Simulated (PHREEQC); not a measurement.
Make-up at 25 °C: 0.23 mol/kgw Cu(NO3)2 and 0.014 mol/kgw H3BO3. It is in equilibrium with CO2 at log p = -1 (atm). Otherwise closed; pH follows from the charge balance.

Model: ion-association model, phreeqc.dat, run in PHREEQC.

```tsv
quantity	before	after
pH	3.67	3.77
CO2 (mol/kgw)	0.00290	0.00314
CuHCO3+ (mol/kgw)	0.000248	0.000193
HCO3- (mol/kgw)	1.05e-5	1.24e-5
Cu2(OH)2+2 (mol/kgw)	8.36e-6	5.30e-6
CuOH+ (mol/kgw)	3.90e-6	2.75e-6
```

### Question
Which change was made?
A. H3BO3 from 0.014 to 0.0028 mol/kgw
B. temperature from 25 to 65 °C
C. H3BO3 from 0.014 to 0.021 mol/kgw
D. temperature from 25 to 80 °C
E. diluted 2-fold with water

### Answer
E, diluted 2-fold with water

No solid was allowed to form.
